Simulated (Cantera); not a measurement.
Charge: 1 mol ZrO2, a varied amount of H2, 26 mol N2, equilibrated at 1923.15 K and 503 Torr.

Method: chemical equilibrium by Gibbs-energy minimisation in Cantera with the NASA 1993 tables (ideal gas, pure condensed phases). Candidate condensed phases: H2O, Zr, ZrN, ZrO2; 28 gas species. Mutual solubility and eutectic melting of coexisting phases are not modelled. ZrN: taken at fixed stoichiometry. Condensed phases not in the tables: solid solutions among these carbides, nitrides and lower oxides. The numbers say what is thermodynamically allowed, not how fast it happens.

x: gas mole fraction; n: condensed amount in mol.

| n(H2) (mol) | x N2 | x H2 | x H | x H2O | x NH3 | x NH2 | n ZrN(s) | n ZrO2(tetragonal) |
|---|---|---|---|---|---|---|---|---|
| 1.3 | 0.952 | 0.0475 | 0.000251 | 8.29e-6 | 1.55e-7 | 2.83e-9 | 0.000113 | 1.000 |
| 2.3 | 0.919 | 0.0811 | 0.000328 | 1.40e-5 | 3.41e-7 | 4.74e-9 | 0.000199 | 1.000 |
| 3.9 | 0.869 | 0.130 | 0.000416 | 2.22e-5 | 6.74e-7 | 7.41e-9 | 0.000332 | 1.000 |
| 6.5 | 0.800 | 0.200 | 0.000515 | 3.34e-5 | 1.23e-6 | 1.09e-8 | 0.000543 | 0.999 |
| 11 | 0.702 | 0.297 | 0.000628 | 4.81e-5 | 2.09e-6 | 1.52e-8 | 0.000890 | 0.999 |
| 19 | 0.578 | 0.422 | 0.000748 | 6.50e-5 | 3.20e-6 | 1.96e-8 | 0.00146 | 0.999 |
| 32 | 0.448 | 0.551 | 0.000855 | 7.97e-5 | 4.21e-6 | 2.25e-8 | 0.00231 | 0.998 |
| 54 | … | … | 0.000946 | 9.00e-5 | 4.85e-6 | 2.35e-8 | … | 0.996 |
| 91 | 0.222 | 0.777 | 0.00102 | 9.43e-5 | 4.97e-6 | 2.23e-8 | 0.00552 | 0.994 |
| 150 | … | 0.851 | 0.00106 | 9.33e-5 | 4.64e-6 | … | … | 0.992 |
| 260 | 0.0908 | 0.908 | 0.00110 | 8.81e-5 | 4.01e-6 | 1.67e-8 | 0.0126 | 0.987 |
| 440 | 0.0557 | 0.943 | 0.00112 | 8.10e-5 | 3.33e-6 | 1.36e-8 | 0.0189 | 0.981 |

Fill in the missing entries.


- 54, x N2: 0.325
- 54, x H2: 0.674
- 54, n ZrN(s): 0.00360
- 150, x N2: 0.148
- 150, x NH2: 2.00e-8
- 150, n ZrN(s): 0.00822
